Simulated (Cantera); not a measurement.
An adiabatic, constant-pressure homogeneous reactor starts with 13.8 % H₂, 18.2 % O₂, 68.1 % N₂, equivalence ratio 0.38, at 1575 K and 29.0 bar.

Detailed kinetics in Cantera: the H2/O2 subset of GRI-Mech 3.0, which has no nitrogen chemistry. The hydrogen kinetics of GRI-Mech 3.0 are dated; newer H2 mechanisms differ, most at raised pressure. The pressure lies above the range GRI-Mech 3.0 was tuned for (to about 10 atm).

Task: Predict: time of steepest temperature rise; temperature at 0.300 s; equilibrium temperature; x(H₂) at 0.300 s; x(O₂) at 0.300 s; x(H) at 0.300 s; x(HO₂) at 0.300 s; x(H₂O) at 0.300 s; x(O) at 0.300 s; x(OH) at 0.300 s.

Result: 
```json
{
 "time_of_steepest_temperature_rise": "0.597 µs",
 "temperature at 0.300 s": "2497 K",
 "equilibrium_temperature": "2497 K",
 "x(H₂) at 0.300 s": "0.000457 (gas-phase equilibrium 0.000457)",
 "x(O₂) at 0.300 s": "0.119 (gas-phase equilibrium 0.119)",
 "x(H) at 0.300 s": "9.94e-5 (gas-phase equilibrium 9.94e-5)",
 "x(HO₂) at 0.300 s": "2.58e-5 (gas-phase equilibrium 2.58e-5)",
 "x(H₂O) at 0.300 s": "0.144 (gas-phase equilibrium 0.144)",
 "x(O) at 0.300 s": "0.000921 (gas-phase equilibrium 0.000921)",
 "x(OH) at 0.300 s": "0.00644 (gas-phase equilibrium 0.00644)"
}
```
